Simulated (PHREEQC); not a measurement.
1 kg of water meets 20 L of dry gas (CO2 0.8, CH4 0.2 by moles) at fixed total pressure, at 100 °C; fugacities by Peng-Robinson. The gases take part in no redox reaction, some water evaporates into the gas, and hydrates or a liquid gas phase aren't modelled. Nothing may precipitate in this run.

Computed with PHREEQC (ion-association model, phreeqc.dat).

```json
[
 {"P (atm)": "2", "dissolved CO2 (all carbonate carbon) (mol/kgw)": "0.00837", "φ of CO2": "0.996", "p of CO2 (atm)": "0.795", "dissolved CH4 (mol/kgw)": "0.000199", "φ of CH4": "1.003", "p of CH4 (atm)": "0.200", "pH": "4.25"},
 {"P (atm)": "5", "dissolved CO2 (all carbonate carbon) (mol/kgw)": "0.0330", "φ of CO2": "0.987", "p of CO2 (atm)": "3.18", "dissolved CH4 (mol/kgw)": "0.000791", "φ of CH4": "0.999", "p of CH4 (atm)": "0.803", "pH": "3.96"},
 {"P (atm)": "10", "dissolved CO2 (all carbonate carbon) (mol/kgw)": "0.0732", "φ of CO2": "0.973", "p of CO2 (atm)": "7.14", "dissolved CH4 (mol/kgw)": "0.00176", "φ of CH4": "0.995", "p of CH4 (atm)": "1.81", "pH": "3.78"},
 {"P (atm)": "20", "dissolved CO2 (all carbonate carbon) (mol/kgw)": "0.151", "φ of CO2": "0.947", "p of CO2 (atm)": "15.1", "dissolved CH4 (mol/kgw)": "0.00366", "φ of CH4": "0.988", "p of CH4 (atm)": "3.82", "pH": "3.63"},
 {"P (atm)": "30", "dissolved CO2 (all carbonate carbon) (mol/kgw)": "0.223", "φ of CO2": "0.922", "p of CO2 (atm)": "23.0", "dissolved CH4 (mol/kgw)": "0.00548", "φ of CH4": "0.981", "p of CH4 (atm)": "5.82", "pH": "3.54"},
 {"P (atm)": "40", "dissolved CO2 (all carbonate carbon) (mol/kgw)": "0.292", "φ of CO2": "0.898", "p of CO2 (atm)": "30.9", "dissolved CH4 (mol/kgw)": "0.00725", "φ of CH4": "0.975", "p of CH4 (atm)": "7.83", "pH": "3.48"},
 {"P (atm)": "50", "dissolved CO2 (all carbonate carbon) (mol/kgw)": "0.356", "φ of CO2": "0.874", "p of CO2 (atm)": "38.9", "dissolved CH4 (mol/kgw)": "0.00896", "φ of CH4": "0.970", "p of CH4 (atm)": "9.83", "pH": "3.44"},
 {"P (atm)": "75", "dissolved CO2 (all carbonate carbon) (mol/kgw)": "0.498", "φ of CO2": "0.818", "p of CO2 (atm)": "58.7", "dissolved CH4 (mol/kgw)": "0.0130", "φ of CH4": "0.960", "p of CH4 (atm)": "14.8", "pH": "3.37"},
 {"P (atm)": "100", "dissolved CO2 (all carbonate carbon) (mol/kgw)": "0.615", "φ of CO2": "0.766", "p of CO2 (atm)": "78.5", "dissolved CH4 (mol/kgw)": "0.0168", "φ of CH4": "0.954", "p of CH4 (atm)": "19.8", "pH": "3.32"},
 {"P (atm)": "150", "dissolved CO2 (all carbonate carbon) (mol/kgw)": "0.786", "φ of CO2": "0.678", "p of CO2 (atm)": "118", "dissolved CH4 (mol/kgw)": "0.0239", "φ of CH4": "0.954", "p of CH4 (atm)": "29.7", "pH": "3.26"},
 {"P (atm)": "200", "dissolved CO2 (all carbonate carbon) (mol/kgw)": "0.899", "φ of CO2": "0.609", "p of CO2 (atm)": "157", "dissolved CH4 (mol/kgw)": "0.0304", "φ of CH4": "0.958", "p of CH4 (atm)": "39.5", "pH": "3.22"},
 {"P (atm)": "300", "dissolved CO2 (all carbonate carbon) (mol/kgw)": "1.05", "φ of CO2": "0.525", "p of CO2 (atm)": "236", "dissolved CH4 (mol/kgw)": "0.0413", "φ of CH4": "0.966", "p of CH4 (atm)": "59.2", "pH": "3.17"},
 {"P (atm)": "400", "dissolved CO2 (all carbonate carbon) (mol/kgw)": "1.15", "φ of CO2": "0.482", "p of CO2 (atm)": "315", "dissolved CH4 (mol/kgw)": "0.0502", "φ of CH4": "0.977", "p of CH4 (atm)": "78.9", "pH": "3.14"}
]
```

Away from 25 °C the constants follow the database's enthalpies or fits; those with neither stay at their 25 °C values.
